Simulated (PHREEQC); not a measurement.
Consider water at 25 °C with 0.17 mol HF, 0.048 mol H2SiF6, 0.0047 mol H3PO4 and 0.11 mol HNO3 per kg of water. Closed to the air; pH follows from the charge balance.

The numbers come from PHREEQC with the ion-association model, phreeqc.dat.

This is a speciation only: nothing precipitates in the calculation.

Estimate the pH.

pH 0.79.

In which forms is F present?

SiF6-2 63 %, HF 37 % of the F.

SiF6-2 is the database's only silicon fluoride.
